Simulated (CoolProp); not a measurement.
Computed with CoolProp (reference Helmholtz-energy equation of state, Lemmon 2006). It is a short technical equation, of lower accuracy than the large ones.

For carbonyl sulfide, give the phase and the Z, cv (kJ/(kg K)), speed of sound (m/s), Joule-Thomson coefficient (K/MPa) at 339.6 K and 6040 kPa; 366.7 K and 6040 kPa.


- 339.6 K and 6040 kPa: liquid; Z 0.147, cv 0.722, speed of sound 509, Joule-Thomson coefficient 0.405
- 366.7 K and 6040 kPa: liquid; Z 0.164, cv 0.760, speed of sound 325, Joule-Thomson coefficient 1.85
